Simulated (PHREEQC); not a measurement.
Solution (40 °C): 0.054 mol/kgw H2SO4 and 0.002 mol/kgw ZnSO4. Closed to the air; pH follows from the charge balance.

All values are PHREEQC results (ion-association model, phreeqc.dat), not measurements.

This is a speciation only: nothing precipitates in the calculation.

**Question.** Order these Zn species by the share of Zn that they hold, largest first: Zn(SO4)2-2, ZnSO4, Zn+2.

**Answer.** Zn+2 (66 %), ZnSO4 (31 %), Zn(SO4)2-2 (2.8 %)

**Question.** Order these S species by the share of S that they hold, largest first: Zn(SO4)2-2, HSO4-, ZnSO4, SO4-2.

**Answer.** HSO4- (77 %), SO4-2 (21 %), ZnSO4 (1.1 %), Zn(SO4)2-2 (0.20 %)

The pH is 1.27 and the ionic strength 0.0805 mol/kgw. Species that the database lacks are ignored. Away from 25 °C the constants follow the database's enthalpies or fits; those with neither stay at their 25 °C values.
